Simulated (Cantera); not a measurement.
Feed: 1 mol SiH4, 45 mol NH3, held at 925 K and 0.490 bar.

Equilibrium computed with Cantera from the NASA thermochemical tables; the gas is ideal and each condensed phase is pure. Candidate condensed phases: Si, Si3N4; 18 gas species. The numbers say what is thermodynamically allowed, not how fast it happens.

Base state: H2 0.761, N2 0.239, NH3 0.000158 (mole fractions); condensed: Si3N4(s).

**Question.** What changes in the equilibrium state with this change: NH3 from 45 to 0.88 mol?

**Answer.** 
| species | before | after |
|---|---|---|
| H2 | 0.761 | 1.00 |
| N2 | 0.239 | <1e-9 |
| NH3 | 0.000158 | <1e-9 |
| Si3N4(s), mol | 0.333 | 0.220 |
| Si(s), mol | 0 | 0.340 |

**Question.** What changes in the equilibrium state with this change: NH3 from 45 to 0.18 mol?

**Answer.** 
| species | before | after |
|---|---|---|
| H2 | 0.761 | 1.00 |
| N2 | 0.239 | <1e-9 |
| NH3 | 0.000158 | <1e-9 |
| Si3N4(s), mol | 0.333 | 0.0450 |
| Si(s), mol | 0 | 0.865 |
